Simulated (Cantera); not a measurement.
# Equilibrium for fluorocarbon and chlorocarbon gases: CHF3 + H2

Charge: 1 mol CHF3, 5.6 mol H2, equilibrated at 0.133 bar.

Method: chemical equilibrium by Gibbs-energy minimisation in Cantera with the NASA 1993 tables (ideal gas, pure condensed phases). Candidate condensed phases: C, C6H6, C7H8, C8H18; 95 gas species. Equilibrium is a limit: real reactors are often held back by kinetics, nucleation or transport.

From 1150 K to 2750 K the condensed part is C(graphite). The main C-bearing gas is CH4 at 1150 K and C2H2 (acetylene) at 2750 K.

```
T (K)  log p H2  log p HF  log p H  log p C2H2 (acetylene)  n C(graphite)
-----  --------  --------  -------  ----------------------  -------------
1150      -1.09     -1.28    -7.67                   -8.51          0.991
1350      -1.09     -1.28    -6.17                   -7.00          0.998
1550      -1.09     -1.28    -5.05                   -5.89          0.999
1750      -1.09     -1.28    -4.18                   -5.03          0.999
1950      -1.09     -1.28    -3.49                   -4.36          0.995
2150      -1.10     -1.28    -2.92                   -3.81          0.982
2350      -1.11     -1.28    -2.46                   -3.37          0.950
2550      -1.14     -1.29    -2.07                   -3.01          0.883
2750      -1.19     -1.31    -1.76                   -2.74          0.761
```
log p: log10 of the partial pressure in bar; n: condensed amount in mol.
